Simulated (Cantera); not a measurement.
A closed system holds: 1 mol B2H6, 0.16 mol H2O, equilibrated at 2273 K.

Cantera equilibrium calculation (NASA polynomials, part measured and part estimated; ideal gas, pure solids and liquids). Candidate condensed phases: B, B2O3, B3O3H3, H2O; 23 gas species. The feed counts by its element totals alone. The tables' values for BH2 are old estimates; treat these amounts as uncertain. Gases not in the tables: B2H6 and higher boranes. Equilibrium is a limit: real reactors are often held back by kinetics, nucleation or transport.

x: gas mole fraction; n: condensed amount in mol.

```tsv
P (Pa)	x H2	x H	x B	x HBO	x BO	x B2O2	x BH2	n B(s)
10	0.378	0.517	0.0720	0.00189	0.0296	[?]	0.000699	1.47
28	0.559	0.376	0.0257	0.00426	0.0327	[?]	0.00103	1.72
77	0.695	0.252	0.00935	0.00788	0.0328	[?]	0.00129	1.80
220	0.792	0.159	0.00327	0.0130	0.0299	[?]	0.00146	1.82
600	0.852	0.100	0.00120	0.0187	0.0252	[?]	0.00157	1.83
1700	0.891	0.0608	0.000424	0.0248	0.0194	[?]	0.00165	1.83
4600	0.914	0.0375	0.000157	0.0299	0.0140	[?]	0.00169	1.83
13000	0.930	0.0225	5.54e-5	0.0340	0.00942	[?]	0.00172	1.83
36000	0.939	0.0136	2.00e-5	0.0368	0.00610	[?]	0.00174	1.83
100000	0.944	0.00816	7.20e-6	0.0386	0.00382	[?]	0.00175	1.83
```

Question: Fill in the missing entries.

Answer: 
- 10, x B2O2: 1.80e-5
- 28, x B2O2: 6.17e-5
- 77, x B2O2: 0.000170
- 220, x B2O2: 0.000405
- 600, x B2O2: 0.000784
- 1700, x B2O2: 0.00131
- 4600, x B2O2: 0.00186
- 13000, x B2O2: 0.00237
- 36000, x B2O2: 0.00275
- 100000, x B2O2: 0.00301
